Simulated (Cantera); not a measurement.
Feed: 1 mol Ta₂O₅, 250 mol H₂, at 550 Pa.

Cantera equilibrium calculation (NASA polynomials, part measured and part estimated; ideal gas, pure solids and liquids). Candidate condensed phases: H₂O, Ta, Ta₂O₅; 12 gas species. Mutual solubility and eutectic melting of coexisting phases are not modelled. Condensed phases not in the tables: N, O or C dissolved in the metal. The numbers say what is thermodynamically allowed, not how fast it happens.

Over these rows the condensed part is Ta(s) + Ta₂O₅(s). Partial pressures as log10 of bar:

| T (K) | 1000/T (1/K) | log p H₂O | log p H₂ |
|---|---|---|---|
| 1500 | 0.6667 | -6.29 | -2.26 |
| 1600 | 0.6250 | -5.96 | -2.26 |
| 1700 | 0.5882 | -5.68 | -2.26 |
| 1800 | 0.5556 | -5.42 | -2.26 |
| 1900 | 0.5263 | ? | -2.26 |
| 2000 | 0.5000 | -5.01 | -2.27 |

Question: Fit log p(H₂O) = a + b·(1000/T) to the five rows, give the apparent enthalpy, and predict the row at 1900 K.

Answer: Means: 1000/T = 0.5871, log p = -5.672. Sxy = -0.125715, Sxx = 0.0163524, so b = -7.69 and a = -5.672 − (-7.69)×0.5871 = -1.16.
Apparent enthalpy: −19.145 × (-7.69) = 147 kJ/mol. With the condensed phases at unit activity, 1/5 Ta₂O₅(s) + H₂(g) = H₂O(g) + 2/5 Ta(s) links this pressure to the main gases: over the six rows their terms move log p by -0.01 in all, so the slope is close to that reaction's ΔH°. The five rows lie within 0.01 of the line.
Prediction at 1900 K: -1.16 + (-7.69)×0.5263 = -5.21. The computed value is -5.20, 0.01 from the line.
